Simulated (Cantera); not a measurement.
## Thermodynamics of hydrogen reduction and annealing atmospheres, feed PbO + H2

Input: 1 mol PbO, 0.97 mol H2, equilibrated at 0.00120 bar.

Equilibrium computed with Cantera from the NASA thermochemical tables; the gas is ideal and each condensed phase is pure. Candidate condensed phases: H2O, Pb, PbO, PbO2, Pb3O4; 12 gas species. Mutual solubility and eutectic melting of coexisting phases are not modelled. Equilibrium is a limit: real reactors are often held back by kinetics, nucleation or transport.

From 1098 K to 1148 K the condensed part is Pb(l) + PbO(yellow). At 1173 K the condensed part is Pb(l). From 1198 K to 1348 K nothing is condensed. The main Pb-bearing gas is Pb throughout.

| T (K) | x H2O | x Pb | x PbO | x H2 | n Pb(l) | n PbO(yellow) |
|---|---|---|---|---|---|---|
| 1098 | 0.898 | 0.0973 | 0.00489 | 0.000184 | 0.865 | 0.0249 |
| 1123 | 0.838 | 0.152 | 0.00954 | 0.000186 | 0.794 | 0.0192 |
| 1148 | 0.748 | 0.234 | 0.0181 | 0.000179 | 0.667 | 0.00684 |
| 1173 | 0.629 | 0.351 | 0.0197 | 0.000272 | 0.427 | 0 |
| 1198 | 0.492 | 0.492 | 0.0157 | 0.000487 | 0 | 0 |
| 1223 | 0.492 | 0.492 | 0.0158 | 0.000621 | 0 | 0 |
| 1248 | 0.492 | 0.492 | 0.0160 | 0.000783 | 0 | 0 |
| 1273 | 0.491 | 0.491 | 0.0162 | 0.000976 | 0 | 0 |
| 1298 | 0.491 | 0.491 | 0.0164 | 0.00120 | 0 | 0 |
| 1323 | 0.491 | 0.491 | 0.0167 | 0.00147 | 0 | 0 |
| 1348 | 0.491 | 0.491 | 0.0170 | 0.00177 | 0 | 0 |
x: gas mole fraction; n: condensed amount in mol.
